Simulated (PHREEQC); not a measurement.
A solution holds 0.0034 mol H2SiF6 per kg of water, at 60 °C. Closed to the air; pH follows from the charge balance.

The numbers come from PHREEQC with the ion-association model, phreeqc.dat.

```yaml
pH: 2.36
ionic_strength: 0.00685 mol/kgw
total_alkalinity: -20.4 meq/kg
```

| species | molality | activity | log γ |
|---|---|---|---|
| HF | 0.00733 | 0.00734 | 0.001 |
| H+ | 0.00478 | 0.00440 | -0.036 |
| SiF6-2 | 0.00207 | 0.00144 | -0.159 |
| H4SiO4 | 0.00133 | 0.00133 | 0.001 |
| F- | 0.000625 | 0.000569 | -0.041 |
| HF2- | 2.01e-5 | 1.83e-5 | -0.041 |

Precipitation was switched off in this run. The solution is supersaturated, for example in Quartz (slow to form), Chalcedony (slow to form), so a real one may precipitate; this is no full list. Constants without temperature data keep their 25 °C values here. SiF6-2 is the database's only silicon fluoride.
